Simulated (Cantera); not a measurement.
Input (Python, Cantera) and output of one run.

```python
import numpy as np
import cantera as ct

gas_names = """
    N NO NO2 NO3 N2 N2O O O2 O3 Si SiN SiO SiO2 Si2 Si2N Si3
""".split()
cond_names = """
    Si(cr) Si(L) SiO2(Lqz) SiO2(hqz) SiO2(L) Si2N2O(s) Si3N4(a)
""".split()


# ... load() reads the species with a 1 bar reference pressure and builds the phases ...
atoms = {
    'Si': {'Si': 1},
    'O2': {'O': 2},
    'N2': {'N': 2},
}
top_T = {'Si2N2O(s)': 2100, 'Si3N4(a)': 2400}  # K; cautious upper limits of use, not melting points


# ... equilibrate(T, P, feed) seeds the gas with the atoms and calls Mixture.equilibrate('TP', solver="vcs", rtol=1e-11, max_steps=5000) ...
results = []
feed = {'Si': 1, 'O2': 0.0042, 'N2': 17}  # mol
T = 2025  # K
P = 2.4  # Pa
mix = equilibrate(T, P, feed)
results.append((T, P, feed, dict(zip(mix.species_names, mix.species_moles))))
x = sorted(zip(gas.X, gas.species_names), reverse=True)
print(f"T = {T:g} K  P = {P:g} Pa  gas = {mix.phase_moles(0):.4g} mol")
print("   x: " + "  ".join(f"{s} {v:.3e}" for v, s in x if v > 0.001))
print("   condensed (mol): " + ("  ".join(f"{mix.phase(i).name} {mix.phase_moles(i):.4g}"
      for i in range(1, mix.n_phases) if mix.phase_moles(i) > 1e-12) or "none"))
```

Result:

```
T = 2025 K  P = 2.4 Pa  gas = 18 mol
   x: N2 9.445e-01  Si 5.500e-02
   condensed (mol): none
```

Cantera equilibrium calculation (NASA polynomials, part measured and part estimated; ideal gas, pure solids and liquids). The tables' values for SiN are old estimates; treat these amounts as uncertain.
